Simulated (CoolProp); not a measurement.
Saturated liquid density (kg/m³) of normal hydrogen: the reference equation beside estimates from Tc = 33.1 K, pc = 1.296 MPa, ω = -0.219. Rackett uses Z = 0.29056 − 0.08775 ω.

Model: reference Helmholtz-energy equation of state, Leachman 2009, in CoolProp.

```csv
T (K),reference,Rackett,Soave-Redlich-Kwong,Peng-Robinson
19.4,71.92,76.15,80.68,90.79
20.6,70.58,74.38,78.22,88.06
21.8,69.14,72.54,75.63,85.18
23,67.59,70.60,72.89,82.11
24.2,65.91,68.54,69.98,78.84
25.3,64.23,66.54,67.13,75.62
26.5,62.21,64.19,63.80,71.82
27.7,59.95,61.61,60.17,67.66
28.9,57.36,58.72,56.15,63.02
30.1,54.25,55.36,51.58,57.72
31.2,50.64,51.55,46.60,51.92
32.4,44.66,45.49,39.33,43.44
```

Absolute difference from the reference over all 12 rows, mean and median: Rackett 3.5 and 3.4 %, Soave-Redlich-Kwong 6.7 and 7.0 %, Peng-Robinson 15.2 and 16.6 %.
